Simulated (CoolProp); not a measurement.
1-butene along the isotherm 322.4 K: density (kg/m³) from the reference equation and from simpler models built on Tc = 419.3 K, pc = 40.06 bar, ω = 0.192; each cubic takes its own stable root.

Values from CoolProp's reference Helmholtz-energy equation of state, Lemmon 2005. It is a short technical equation, of lower accuracy than the large ones.

```json
[
 {"p (bar)": "9.1", "phase": "liquid", "reference": "557.1", "van der Waals": "22.26", "Redlich-Kwong": "492.0", "Soave-Redlich-Kwong": "509.0", "Peng-Robinson": "577.2"},
 {"p (bar)": "18.2", "phase": "liquid", "reference": "559.4", "van der Waals": "347.7", "Redlich-Kwong": "496.5", "Soave-Redlich-Kwong": "512.7", "Peng-Robinson": "580.9"},
 {"p (bar)": "27.3", "phase": "liquid", "reference": "561.7", "van der Waals": "352.7", "Redlich-Kwong": "500.7", "Soave-Redlich-Kwong": "516.2", "Peng-Robinson": "584.4"},
 {"p (bar)": "36.4", "phase": "liquid", "reference": "563.8", "van der Waals": "357.2", "Redlich-Kwong": "504.7", "Soave-Redlich-Kwong": "519.5", "Peng-Robinson": "587.7"},
 {"p (bar)": "45.5", "phase": "liquid", "reference": "565.9", "van der Waals": "361.2", "Redlich-Kwong": "508.5", "Soave-Redlich-Kwong": "522.6", "Peng-Robinson": "590.8"},
 {"p (bar)": "54.6", "phase": "liquid", "reference": "567.9", "van der Waals": "364.9", "Redlich-Kwong": "512.0", "Soave-Redlich-Kwong": "525.6", "Peng-Robinson": "593.8"},
 {"p (bar)": "63.7", "phase": "liquid", "reference": "569.8", "van der Waals": "368.2", "Redlich-Kwong": "515.4", "Soave-Redlich-Kwong": "528.4", "Peng-Robinson": "596.7"},
 {"p (bar)": "72.8", "phase": "liquid", "reference": "571.7", "van der Waals": "371.3", "Redlich-Kwong": "518.6", "Soave-Redlich-Kwong": "531.1", "Peng-Robinson": "599.4"},
 {"p (bar)": "81.9", "phase": "liquid", "reference": "573.5", "van der Waals": "374.1", "Redlich-Kwong": "521.6", "Soave-Redlich-Kwong": "533.8", "Peng-Robinson": "602.1"},
 {"p (bar)": "91", "phase": "liquid", "reference": "575.3", "van der Waals": "376.8", "Redlich-Kwong": "524.5", "Soave-Redlich-Kwong": "536.3", "Peng-Robinson": "604.6"},
 {"p (bar)": "100", "phase": "liquid", "reference": "577.0", "van der Waals": "379.3", "Redlich-Kwong": "527.3", "Soave-Redlich-Kwong": "538.7", "Peng-Robinson": "607.1"}
]
```

At some of these states van der Waals gives the other phase, because its saturation line lies elsewhere.
